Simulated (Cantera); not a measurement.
Cantera run, input and output.

```python
import numpy as np
import cantera as ct

gas = ct.Solution("gri30.yaml", transport_model="multicomponent")
show = ['CO2', 'C2H2', 'H']

rows = []
print(f"{'T/K':>7s}{'rho':>11s}{'cp':>10s}{'mu':>11s}{'lambda':>11s}{'Pr':>7s}" + "".join(f"{'D_' + s:>11s}" for s in show))
for T in [400, 500, 600, 700, 800, 900, 1000, 1100, 1200]:
    gas.TPX = T, 2666, {'CO': 1, 'CO2': 0.56, 'C2H6': 0.52}
    Pr = gas.cp_mass * gas.viscosity / gas.thermal_conductivity
    D = [gas.mix_diff_coeffs_mole[gas.species_index(s)] for s in show]
    rows.append([gas.density, gas.cp_mass, gas.viscosity, gas.thermal_conductivity, Pr, *D])
    print(f"{T:7g}{gas.density:11.4e}{gas.cp_mass:10.1f}{gas.viscosity:11.4e}"
          f"{gas.thermal_conductivity:11.4e}{Pr:7.3f}" + "".join(f"{d:11.4e}" for d in D))
print("SI units: kg/m3, J/kg/K, Pa s, W/m/K, m2/s")
```

It prints:

```
    T/K        rho        cp         mu     lambda     Pr      D_CO2     D_C2H2        D_H
    400 2.6319e-02    1264.7 1.8422e-05 3.0940e-02  0.753 8.7753e-04 8.9414e-04 6.5958e-03
    500 2.1055e-02    1394.4 2.2036e-05 4.0457e-02  0.759 1.3151e-03 1.3399e-03 9.8120e-03
    600 1.7546e-02    1514.2 2.5337e-05 5.0229e-02  0.764 1.8185e-03 1.8525e-03 1.3498e-02
    700 1.5039e-02    1620.0 2.8397e-05 6.0014e-02  0.767 2.3825e-03 2.4269e-03 1.7618e-02
    800 1.3159e-02    1710.9 3.1266e-05 6.9643e-02  0.768 3.0033e-03 3.0591e-03 2.2148e-02
    900 1.1697e-02    1790.3 3.3979e-05 7.9093e-02  0.769 3.6779e-03 3.7460e-03 2.7065e-02
   1000 1.0528e-02    1865.2 3.6562e-05 8.8543e-02  0.770 4.4036e-03 4.4850e-03 3.2353e-02
   1100 9.5705e-03    1926.4 3.9034e-05 9.7567e-02  0.771 5.1785e-03 5.2739e-03 3.7997e-02
   1200 8.7730e-03    1980.4 4.1412e-05 1.0636e-01  0.771 6.0006e-03 6.1111e-03 4.3985e-02
SI units: kg/m3, J/kg/K, Pa s, W/m/K, m2/s
```

Computed with Cantera and GRI-Mech 3.0 (53 species, 325 reactions). The composition is frozen, though it would react at the higher temperatures.
